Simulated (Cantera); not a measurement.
Feed: 1 mol SiC, 2.6 mol H2O, 910 mol N2, held at 1450 °C and 1.20 Pa.

Method: chemical equilibrium by Gibbs-energy minimisation in Cantera with the NASA 1993 tables (ideal gas, pure condensed phases). Kinetics and transport are ignored.

| species | before | after |
|---|---|---|
| N2 | 0.994 | 0.999 |
| Si | <1e-9 | 0.00107 |
| H | 0.00196 | 9.08e-6 |
| H2 | 0.00139 | 2.98e-8 |
| H2O | 0.000456 | <1e-9 |
| CO2 | 9.35e-5 | <1e-9 |
| SiO | 0.00109 | 1.71e-8 |
| O | 3.97e-5 | <1e-9 |
| OH | 3.53e-5 | <1e-9 |
| NO | 1.87e-5 | <1e-9 |
| C(graphite), mol | 0 | 0.969 |
Gas species are given as mole fractions.

**Question.** What was changed between the two runs?
(A) temperature from 1450 °C to 1775 °C
(B) temperature from 1450 °C to 1827 °C
(C) H2O from 2.6 to 0.0045 mol
(D) temperature from 1450 °C to 1075 °C

**Answer.** C, H2O from 2.6 to 0.0045 mol
